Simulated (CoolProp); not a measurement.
Vapour-liquid equilibrium of propane (1) + n-perfluorobutane (2) at 342.3 K; x and y are mole fractions of (1).

Values from CoolProp's multi-fluid Helmholtz-energy mixture model, Lemmon 2009 and Gao 2022; pair parameters Bell 2016.

| x | bubble pressure (MPa) | y at the bubble point | dew pressure at overall composition x (MPa) | liquid density (mol/L) |
|---|---|---|---|---|
| 0.05 | 1.074 | 0.158 | 0.9492 | 5.503 |
| 0.125 | 1.316 | 0.316 | 1.033 | 5.612 |
| 0.2 | 1.531 | 0.421 | 1.131 | 5.721 |
| 0.275 | 1.719 | 0.496 | 1.245 | 5.834 |
| 0.35 | 1.883 | 0.555 | 1.380 | 5.953 |
| 0.425 | 2.026 | 0.604 | 1.541 | 6.085 |
| 0.5 | 2.152 | 0.648 | 1.729 | 6.240 |
| 0.575 | 2.263 | 0.690 | 1.942 | 6.434 |
| 0.65 | 2.360 | 0.733 | 2.158 | 6.688 |
| 0.725 | 2.442 | 0.779 | 2.343 | 7.025 |
| 0.8 | 2.505 | 0.829 | 2.472 | 7.464 |
| 0.875 | 2.545 | 0.884 | 2.541 | 8.018 |
| 0.95 | 2.557 | 0.949 | 2.557 | 8.690 |

y crosses x between x = 0.875 and 0.95: the model has an azeotrope there.

Pair parameters are fitted to limited data, so mixtures are less certain than the pure fluids.
